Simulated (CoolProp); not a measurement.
Vapour-liquid equilibrium of cyclopentane (1) + octamethylcyclotetrasiloxane (D4) (2) at 146.05 °C; x and y are mole fractions of (1).

The numbers come from the multi-fluid Helmholtz-energy mixture model, Gedanitz 2015 and Thol 2015; pair parameters Bell 2016 in CoolProp.

```json
[
 {"x": "0.05", "bubble pressure (bar)": "0.7353", "y at the bubble point": "0.411", "dew pressure at overall composition x (bar)": "0.4675", "liquid density (mol/L)": "2.826"},
 {"x": "0.125", "bubble pressure (bar)": "1.206", "y at the bubble point": "0.659", "dew pressure at overall composition x (bar)": "0.5060", "liquid density (mol/L)": "3.006"},
 {"x": "0.2", "bubble pressure (bar)": "1.722", "y at the bubble point": "0.776", "dew pressure at overall composition x (bar)": "0.5512", "liquid density (mol/L)": "3.205"},
 {"x": "0.275", "bubble pressure (bar)": "2.289", "y at the bubble point": "0.843", "dew pressure at overall composition x (bar)": "0.6052", "liquid density (mol/L)": "3.428"},
 {"x": "0.35", "bubble pressure (bar)": "2.910", "y at the bubble point": "0.887", "dew pressure at overall composition x (bar)": "0.6706", "liquid density (mol/L)": "3.678"},
 {"x": "0.425", "bubble pressure (bar)": "3.589", "y at the bubble point": "0.917", "dew pressure at overall composition x (bar)": "0.7518", "liquid density (mol/L)": "3.960"},
 {"x": "0.5", "bubble pressure (bar)": "4.332", "y at the bubble point": "0.939", "dew pressure at overall composition x (bar)": "0.8551", "liquid density (mol/L)": "4.282"},
 {"x": "0.575", "bubble pressure (bar)": "5.143", "y at the bubble point": "0.955", "dew pressure at overall composition x (bar)": "0.9909", "liquid density (mol/L)": "4.652"},
 {"x": "0.65", "bubble pressure (bar)": "6.026", "y at the bubble point": "0.968", "dew pressure at overall composition x (bar)": "1.178", "liquid density (mol/L)": "5.082"},
 {"x": "0.725", "bubble pressure (bar)": "6.982", "y at the bubble point": "0.978", "dew pressure at overall composition x (bar)": "1.451", "liquid density (mol/L)": "5.586"},
 {"x": "0.8", "bubble pressure (bar)": "8.009", "y at the bubble point": "0.986", "dew pressure at overall composition x (bar)": "1.890", "liquid density (mol/L)": "6.187"},
 {"x": "0.875", "bubble pressure (bar)": "9.093", "y at the bubble point": "0.993", "dew pressure at overall composition x (bar)": "2.714", "liquid density (mol/L)": "6.916"},
 {"x": "0.95", "bubble pressure (bar)": "10.20", "y at the bubble point": "0.998", "dew pressure at overall composition x (bar)": "4.849", "liquid density (mol/L)": "7.817"}
]
```

No azeotrope shows between x = 0.05 and 0.95.

The pair parameters rest on a limited set of measurements; away from them the model extrapolates.
